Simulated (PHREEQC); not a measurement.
# Nickel, zinc or cadmium bath

Solution (25 °C): 0.055 mol NiSO4, 0.00011 mol CsCl and 0.0063 mol HCl per kg of water. Closed to the air; pH follows from the charge balance.

All values are PHREEQC results (ion-association model, wateq4f.dat), not measurements.

Precipitation was switched off in this run.

### Question
What pH does the model give?

### Answer
pH 2.60.

### Question
In which forms is Ni present?

### Answer
Ni+2 60 %, NiSO4 40 % of the Ni.
